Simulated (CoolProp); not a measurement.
Saturated liquid density (kg/m³) of n-perfluoropentane: the reference equation beside estimates from Tc = 421.0 K, pc = 2.063 MPa, ω = 0.436.

Computed with CoolProp (reference Helmholtz-energy equation of state, Gao 2022).

| T (K) | reference | Redlich-Kwong | Soave-Redlich-Kwong |
|---|---|---|---|
| 276.8 | 1673 | 1466 | 1560 |
| 283 | 1654 | 1445 | 1541 |
| 289.2 | 1634 | 1424 | ___ |
| 295.4 | 1614 | 1402 | 1502 |
| 301.7 | 1593 | 1379 | 1480 |
| 307.9 | ___ | 1356 | 1458 |
| 314.1 | 1551 | 1332 | 1435 |
| 320.4 | 1528 | 1307 | 1410 |
| 326.6 | 1505 | 1281 | 1385 |
| 332.8 | 1481 | 1254 | 1358 |
| 339 | ___ | 1226 | 1330 |
| 345.3 | 1431 | 1197 | 1299 |
| 351.5 | 1404 | 1166 | ___ |
| 357.7 | 1376 | 1135 | 1234 |

Some entries are withheld; supply them.


- 289.2, Soave-Redlich-Kwong: 1522
- 307.9, reference: 1572
- 339, reference: 1457
- 351.5, Soave-Redlich-Kwong: 1268

Absolute difference from the reference over all 14 rows, mean and median: Redlich-Kwong 14.5 and 14.3 %, Soave-Redlich-Kwong 7.9 and 7.6 %.
